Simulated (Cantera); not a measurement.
An isothermal, constant-pressure homogeneous reactor starts with 4.70 % H₂, 95.3 % O₂, equivalence ratio 0.025, at 1098 K and 0.0263 atm.

Detailed kinetics in Cantera: the H2/O2 subset of GRI-Mech 3.0, which has no nitrogen chemistry. Radical loss at walls, strong at low pressure, is not modelled. The temperature is held fixed by assumption; the heat of reaction is taken as removed at once.

x: mole fraction; the columns are a selection and need not sum to one.

```
t (s)        x H₂   x O₂    x H₂O₂       x O       x H    x H₂O
--------  -------  -----  --------  --------  --------  -------
0.000600   0.0470  0.953  5.95e-12   1.55e-7   7.89e-8  2.31e-7
0.00125    0.0469  0.953  3.70e-10   5.43e-5   2.76e-5  8.29e-5
0.00262   0.00359  0.925   4.20e-7    0.0208   0.00994   0.0367
0.00548       ___  0.932   1.85e-7       ___       ___   0.0439
0.0115        ___  0.943   1.84e-7       ___       ___   0.0462
0.0240    9.92e-5  0.949   1.67e-7   0.00286  0.000264   0.0474
0.0501    2.65e-5  0.951   1.30e-7  0.000780   3.71e-5   0.0478
0.105     6.45e-6  0.952   8.39e-8  0.000197   4.71e-6   0.0480
0.219     1.63e-6  0.952   4.62e-8   5.17e-5   6.37e-7   0.0480
0.458     4.55e-7  0.952   2.30e-8   1.51e-5   1.01e-7   0.0481
0.957     1.44e-7  0.952   1.09e-8   4.94e-6   1.89e-8   0.0481
2.00      5.08e-8  0.952   5.10e-9   1.80e-6   4.16e-9   0.0481
```

**Question.** Fill in the missing entries.

**Answer.** 
- 0.00548, x H₂: 0.000612
- 0.00548, x O: 0.0172
- 0.00548, x H: 0.00411
- 0.0115, x H₂: 0.000291
- 0.0115, x O: 0.00831
- 0.0115, x H: 0.00134
